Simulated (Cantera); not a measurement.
**Hydrocarbon pyrolysis for carbon deposition**

An isothermal, constant-pressure homogeneous reactor starts with C₂H₆ : N₂ = 1 : 180 (molar parts), at 1348 K and 0.133 bar.

Cantera simulation using GRI-Mech 3.0 (53 species, 325 reactions); the numbers are that mechanism's predictions, not measurements. GRI-Mech 3.0 stops at C3 and has no aromatics, soot or wall deposition, so with more carbon than oxygen in the feed, carbon stays in small species such as C2H2 where larger ones or solid carbon would form.

```tsv
t (s)	x C₂H₆	x C₂H₂	x HCN	x H₂	x C₂H
4.00e-5	0.00552	<1e-12	<1e-12	6.67e-9	<1e-12
0.000241	0.00550	1.12e-10	<1e-12	1.68e-6	<1e-12
0.00145	0.00517	1.32e-6	1.42e-8	0.000244	2.31e-11
0.00877	0.00232	0.000257	1.37e-7	0.00296	9.02e-10
0.0529	3.24e-5	0.00262	2.21e-7	0.00720	1.75e-9
0.319	4.55e-7	0.00403	2.23e-7	0.00863	3.39e-10
1.92	8.11e-8	0.00482	2.22e-7	0.00942	1.79e-10
11.6	7.61e-8	0.00503	2.23e-7	0.00964	1.85e-10
70.0	6.58e-8	0.00506	2.23e-7	0.00974	1.87e-10
```
x: mole fraction; the columns are a selection and need not sum to one.

Equilibrium at this temperature and pressure: C₂H₆ 5.51e-11, C₂H₂ 0.000543, HCN 0.00982, H₂ 0.0109, C₂H 2.18e-11 (gas phase only).
